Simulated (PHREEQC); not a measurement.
PHREEQC input (ion-association model, phreeqc.dat):

```
SOLUTION_SPECIES
  CO3-2 + 10 H+ + 8 e- = CH4 + 3 H2O  # shut off: no methane
    -log_k -100
    -delta_h 0
    -analytic -100
SOLUTION 1
  temp 25
  units mol/kgw
  pH 7 charge
  C(4) 0.034
  K 0.068
END
SELECTED_OUTPUT 1
  -reset false
  -pH true
  -pe true
  -ionic_strength true
  -water true
  -totals C K C(-4) C(4) Hdg Ntg
  -molalities H+ K+ CO3-2 OH- HCO3- CO2 (CO2)2
USER_PUNCH 1
  -headings p_Hdg(g) phi_Hdg(g) p_Ntg(g) phi_Ntg(g) p_H2O(g) phi_H2O(g) density
  10 PUNCH PR_P("Hdg(g)"), PR_PHI("Hdg(g)"), PR_P("Ntg(g)"), PR_PHI("Ntg(g)"), PR_P("H2O(g)"), PR_PHI("H2O(g)"), RHO
PRINT
  -reset false
USE solution 1
REACTION_TEMPERATURE 1
  10
GAS_PHASE 1
  -fixed_pressure
  -pressure 2
  -temperature 10
  -volume 20
  Hdg(g) 0.96
  Ntg(g) 1.04
  H2O(g) 0
END
# ... the last block is repeated for the other 12 points of P (atm)
```

Selected output (columns that matter, 13 of 13 rows; P (atm) added in front):

```
P (atm)	pH	mu	C	K	Hdg	Ntg	m_H+	p_Hdg(g)	phi_Hdg(g)	p_Ntg(g)	phi_Ntg(g)	p_H2O(g)	phi_H2O(g)	density
2	11.556	0.10064	0.034006	0.068012	0.00082102	0.00085821	3.3529e-12	0.95404	1.0007	1.0336	0.99893	0.012376	0.99184	1.004
5	11.555	0.10064	0.034006	0.068012	0.0020547	0.0021419	3.3639e-12	2.3939	1.0017	2.5935	0.99734	0.01255	0.98028	1.0041
10	11.553	0.10064	0.034006	0.068013	0.0040964	0.0042512	3.3822e-12	4.7937	1.0035	5.1934	0.99477	0.012845	0.96146	1.0043
20	11.548	0.10064	0.034007	0.068013	0.0081267	0.0083604	3.4189e-12	9.5933	1.0071	10.393	0.98996	0.013446	0.92548	1.0047
30	11.543	0.10064	0.034007	0.068014	0.012088	0.012331	3.4558e-12	14.393	1.0109	15.593	0.98556	0.014063	0.8916	1.0051
40	11.539	0.10065	0.034007	0.068015	0.015981	0.016171	3.4928e-12	19.192	1.0147	20.793	0.98155	0.014696	0.8597	1.0054
50	11.534	0.10065	0.034008	0.068015	0.019809	0.019888	3.5299e-12	23.992	1.0185	25.993	0.97794	0.015344	0.82968	1.0058
75	11.522	0.10066	0.034008	0.068017	0.029101	0.028691	3.6232e-12	35.99	1.0286	38.993	0.97053	0.017025	0.7621	1.0067
100	11.511	0.10067	0.034009	0.068019	0.038014	0.03687	3.7173e-12	47.989	1.0391	51.993	0.96531	0.018783	0.70396	1.0076
150	11.489	0.10068	0.034011	0.068022	0.054782	0.051685	3.9076e-12	71.985	1.0615	77.993	0.96078	0.022489	0.61061	1.0095
200	11.468	0.1007	0.034013	0.068025	0.070255	0.064863	4.1004e-12	95.981	1.0855	103.99	0.96312	0.026375	0.54062	1.0114
300	11.428	0.10073	0.034016	0.068031	0.097778	0.087686	4.4932e-12	143.97	1.1382	155.99	0.98458	0.034409	0.44664	1.0152
400	11.391	0.10075	0.034018	0.068036	0.12138	0.1072	4.8939e-12	191.96	1.1971	207.99	1.024	0.04246	0.3899	1.0189
```

Complexes and solids missing from the database can't appear. Constants without temperature data keep their 25 °C values here.
